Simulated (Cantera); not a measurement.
**Equilibrium for silicon oxide and oxynitride deposition: SiH4 + NO**

Input: 1 mol SiH4, a varied amount of NO, at 673 K and 10.0 mbar.

Method: chemical equilibrium by Gibbs-energy minimisation in Cantera with the NASA 1993 tables (ideal gas, pure condensed phases). Candidate condensed phases: H2O, Si, SiO2, Si2N2O, Si3N4; 35 gas species. The numbers say what is thermodynamically allowed, not how fast it happens.

```json
[
 {"n(NO) (mol)": "0.31", "log p H2": "-2.00", "log p N2": "<-14", "log p H2O": "<-14", "log p O2": "<-14", "log p NH3": "<-14", "log p NO": "<-14", "log p NO2": "<-14", "log p SiH4": "-10.99", "n Si(s)": "0.613", "n SiO2(α-quartz)": "0.0775", "n Si2N2O(s)": "0.155"},
 {"n(NO) (mol)": "0.45", "log p H2": "-2.00", "log p N2": "<-14", "log p H2O": "<-14", "log p O2": "<-14", "log p NH3": "<-14", "log p NO": "<-14", "log p NO2": "<-14", "log p SiH4": "-10.99", "n Si(s)": "0.438", "n SiO2(α-quartz)": "0.113", "n Si2N2O(s)": "0.225"},
 {"n(NO) (mol)": "0.65", "log p H2": "-2.00", "log p N2": "<-14", "log p H2O": "<-14", "log p O2": "<-14", "log p NH3": "<-14", "log p NO": "<-14", "log p NO2": "<-14", "log p SiH4": "-10.99", "n Si(s)": "0.188", "n SiO2(α-quartz)": "0.163", "n Si2N2O(s)": "0.325"},
 {"n(NO) (mol)": "0.94", "log p H2": "-2.02", "log p N2": "-3.26", "log p H2O": "-8.05", "log p O2": "<-14", "log p NH3": "-6.54", "log p NO": "<-14", "log p NO2": "<-14", "log p SiH4": "<-14", "n Si(s)": "0", "n SiO2(α-quartz)": "0.293", "n Si2N2O(s)": "0.353"},
 {"n(NO) (mol)": "1.4", "log p H2": "-2.10", "log p N2": "-2.70", "log p H2O": "-7.94", "log p O2": "<-14", "log p NH3": "-6.37", "log p NO": "<-14", "log p NO2": "<-14", "log p SiH4": "<-14", "n Si(s)": "0", "n SiO2(α-quartz)": "0.600", "n Si2N2O(s)": "0.200"},
 {"n(NO) (mol)": "2", "log p H2": "-2.18", "log p N2": "-2.48", "log p H2O": "-7.94", "log p O2": "<-14", "log p NH3": "-6.37", "log p NO": "<-14", "log p NO2": "<-14", "log p SiH4": "<-14", "n Si(s)": "0", "n SiO2(α-quartz)": "1.000", "n Si2N2O(s)": "0"},
 {"n(NO) (mol)": "2.9", "log p H2": "-2.50", "log p N2": "-2.38", "log p H2O": "-2.58", "log p O2": "<-14", "log p NH3": "-6.80", "log p NO": "<-14", "log p NO2": "<-14", "log p SiH4": "<-14", "n Si(s)": "0", "n SiO2(α-quartz)": "1.00", "n Si2N2O(s)": "0"},
 {"n(NO) (mol)": "4.2", "log p H2": "<-14", "log p N2": "-2.30", "log p H2O": "-2.32", "log p O2": "-3.62", "log p NH3": "<-14", "log p NO": "-9.40", "log p NO2": "-10.66", "log p SiH4": "<-14", "n Si(s)": "0", "n SiO2(α-quartz)": "1.00", "n Si2N2O(s)": "0"},
 {"n(NO) (mol)": "6.1", "log p H2": "<-14", "log p N2": "-2.30", "log p H2O": "-2.48", "log p O2": "-2.76", "log p NH3": "<-14", "log p NO": "-8.97", "log p NO2": "-9.80", "log p SiH4": "<-14", "n Si(s)": "0", "n SiO2(α-quartz)": "1.00", "n Si2N2O(s)": "0"},
 {"n(NO) (mol)": "8.9", "log p H2": "<-14", "log p N2": "-2.30", "log p H2O": "-2.65", "log p O2": "-2.56", "log p NH3": "<-14", "log p NO": "-8.86", "log p NO2": "-9.60", "log p SiH4": "<-14", "n Si(s)": "0", "n SiO2(α-quartz)": "1.00", "n Si2N2O(s)": "0"},
 {"n(NO) (mol)": "13", "log p H2": "<-14", "log p N2": "-2.30", "log p H2O": "-2.81", "log p O2": "-2.46", "log p NH3": "<-14", "log p NO": "-8.81", "log p NO2": "-9.50", "log p SiH4": "<-14", "n Si(s)": "0", "n SiO2(α-quartz)": "1.00", "n Si2N2O(s)": "0"},
 {"n(NO) (mol)": "19", "log p H2": "<-14", "log p N2": "-2.30", "log p H2O": "-2.98", "log p O2": "-2.40", "log p NH3": "<-14", "log p NO": "-8.79", "log p NO2": "-9.44", "log p SiH4": "<-14", "n Si(s)": "0", "n SiO2(α-quartz)": "1.00", "n Si2N2O(s)": "0"}
]
```
log p: log10 of the partial pressure in bar; n: condensed amount in mol.

From 0.31 mol NO to 0.65 mol NO the condensed part is Si(s) + SiO2(α-quartz) + Si2N2O(s). From 0.94 mol NO to 1.4 mol NO the condensed part is SiO2(α-quartz) + Si2N2O(s). From 2 mol NO to 19 mol NO the condensed part is SiO2(α-quartz).
